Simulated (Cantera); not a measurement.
Adiabatic ignition

An adiabatic, constant-volume homogeneous reactor starts with CH4 : CO : O2 : N2 = 1 : 0.24 : 6.06 : 22.8 (molar parts), equivalence ratio 0.35, at 1350 K and 10.9 atm.

Model: GRI-Mech 3.0 (53 species, 325 reactions), integrated in Cantera.

| t (s) | T (K) | P (bar) | x CH4 | x CO | x O2 | x H | x OH | x C2H2 |
|---|---|---|---|---|---|---|---|---|
| 5.00e-6 | 1350 | 11.0 | 0.0332 | 0.00797 | 0.201 | 2.84e-10 | 2.48e-9 | <1e-12 |
| 1.44e-5 | 1350 | 11.0 | 0.0332 | 0.00797 | 0.201 | 7.58e-10 | 6.79e-9 | <1e-12 |
| 4.16e-5 | 1350 | 11.0 | 0.0332 | 0.00797 | 0.201 | 3.32e-9 | 2.68e-8 | <1e-12 |
| 0.000120 | 1351 | 11.0 | 0.0331 | 0.00797 | 0.201 | 2.18e-8 | 1.34e-7 | 4.98e-11 |
| 0.000347 | 1360 | 11.1 | 0.0320 | 0.00808 | 0.200 | 2.25e-7 | 9.45e-7 | 2.46e-8 |
| 0.00100 | 2312 | 18.8 | <1e-12 | 0.000330 | 0.130 | 2.31e-5 | 0.00265 | <1e-12 |
| 0.00289 | 2309 | 18.8 | <1e-12 | 0.000325 | 0.130 | 2.26e-5 | 0.00262 | <1e-12 |
| 0.00833 | 2302 | 18.7 | <1e-12 | 0.000313 | 0.129 | 2.14e-5 | 0.00254 | <1e-12 |
| 0.0240 | 2290 | 18.6 | <1e-12 | 0.000293 | 0.126 | 1.96e-5 | 0.00242 | <1e-12 |
| 0.0693 | 2282 | 18.5 | <1e-12 | 0.000282 | 0.125 | 1.86e-5 | 0.00235 | <1e-12 |
| 0.200 | 2282 | 18.5 | <1e-12 | 0.000281 | 0.125 | 1.85e-5 | 0.00235 | <1e-12 |
x: mole fraction; the columns are a selection and need not sum to one.

```
Item                                                                  Result
---------------------------------  -----------------------------------------
time of steepest temperature rise                                   0.506 ms
temperature at 0.200 s                                                2282 K
equilibrium temperature                                               2282 K
x(CH4) at 0.200 s                      <1e-12 (gas-phase equilibrium <1e-12)
x(CO) at 0.200 s                   0.000281 (gas-phase equilibrium 0.000281)
x(O2) at 0.200 s                         0.125 (gas-phase equilibrium 0.125)
```
